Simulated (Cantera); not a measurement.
Feed: 1 mol HMDSO, a varied amount of H2O, held at 1173.15 K and 0.660 bar.

These are equilibrium values from Cantera (NASA tables, ideal gas, pure condensed phases), not measurements of a reactor. Candidate condensed phases: C, C6H6, C7H8, C8H18, H2O, Si, SiC, SiO2; 123 gas species. The feed counts by its element totals alone. Mutual solubility and eutectic melting of coexisting phases are not modelled. The tables hold silica as quartz up to 1696 K and as liquid above; real silica turns to tridymite and cristobalite and melts near 1996 K. Rates play no part.

log p: log10 of the partial pressure in bar; n: condensed amount in mol.

| n(H2O) (mol) | log p H2 | log p CO | log p H2O | log p CO2 | log p CH4 | n C(graphite) | n SiC(s) | n SiO2(β-quartz) |
|---|---|---|---|---|---|---|---|---|
| 3 | -0.19 | -4.57 | -6.20 | -10.69 | -2.08 | ? | 0.000250 | 2.00 |
| 3.6 | -0.21 | -1.53 | -3.18 | -4.61 | -2.12 | ? | 0 | 2.00 |
| 4.2 | -0.22 | -1.26 | -2.94 | -4.08 | -2.16 | ? | 0 | 2.00 |
| 5.1 | -0.25 | -1.07 | -2.77 | -3.70 | -2.20 | ? | 0 | 2.00 |
| 6 | -0.27 | -0.96 | -2.68 | -3.48 | -2.24 | ? | 0 | 2.00 |
| 7.2 | -0.29 | -0.87 | -2.61 | -3.30 | -2.28 | ? | 0 | 2.00 |
| 8.6 | -0.31 | -0.80 | -2.56 | -3.16 | -2.32 | ? | 0 | 2.00 |
| 10 | -0.32 | -0.82 | -1.67 | -2.27 | -3.27 | 0 | 0 | 2.00 |
| 12 | -0.34 | -0.88 | -1.22 | -1.86 | -3.85 | 0 | 0 | 2.00 |
| 15 | -0.38 | -0.96 | -0.96 | -1.65 | -4.30 | 0 | 0 | 2.00 |
| 17 | -0.40 | -1.01 | -0.86 | -1.58 | -4.52 | 0 | 0 | 2.00 |

Task: Some entries are withheld; supply them.

Result: 
- 3, n C(graphite): 5.85
- 3.6, n C(graphite): 5.26
- 4.2, n C(graphite): 4.68
- 5.1, n C(graphite): 3.79
- 6, n C(graphite): 2.91
- 7.2, n C(graphite): 1.73
- 8.6, n C(graphite): 0.354
